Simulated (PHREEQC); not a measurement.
0.016 g of hydrous ferric oxide (600 m²/g; 0.2 weak and 0.005 strong sites per Fe, Dzombak-Morel constants, diffuse double layer) in 1 kg of water with 0.05 mol/kgw of an inert sodium salt, at 25 °C; the pH is set by adding NaOH or the inert anion's acid. O2 is buffered at 0.21 atm. No CO2 enters from the air. Precipitation was switched off in this run.

Base run: PHREEQC, ion-association model, wateq4f.dat. Each further column changes one thing. The table gives surface charge σ (C/m²).

| pH | base | background salt from 0.05 to 0.005 mol/kgw | oxide from 0.016 to 0.08 g/kgw | 7.3e-05 mol/kgw CuSO4 added |
|---|---|---|---|---|
| 4 | 0.294 | 0.182 | 0.294 | 0.115 |
| 4.5 | 0.238 | 0.131 | 0.238 | 0.109 |
| 5 | 0.181 | 0.090 | 0.181 | 0.099 |
| 5.5 | 0.130 | 0.059 | 0.130 | … |
| 6 | 0.089 | … | 0.089 | 0.097 |
| 6.5 | 0.057 | … | 0.058 | 0.110 |
| 7 | 0.034 | 0.013 | 0.034 | 0.115 |
| 7.5 | 0.017 | … | 0.017 | 0.095 |
| 8 | 0.003 | 0.001 | 0.003 | 0.062 |
| 8.5 | -0.010 | … | -0.010 | 0.034 |
| 9 | -0.026 | -0.009 | -0.026 | 0.015 |
| 9.5 | -0.046 | -0.018 | -0.046 | 0.000 |
| 10 | -0.074 | -0.030 | -0.074 | -0.015 |

### Question
What belongs in the gaps?

### Answer

- 5.5, 7.3e-05 mol/kgw CuSO4 added: 0.092
- 6, background salt from 0.05 to 0.005 mol/kgw: 0.037
- 6.5, background salt from 0.05 to 0.005 mol/kgw: 0.023
- 7.5, background salt from 0.05 to 0.005 mol/kgw: 0.006
- 8.5, background salt from 0.05 to 0.005 mol/kgw: -0.004

 In at least one series the solution becomes supersaturated in solids that the run did not let form, among them Cu(OH)2, Brochantite, Antlerite. The database's constant for dissolved Cu(OH)2 is higher than later reviews accept.
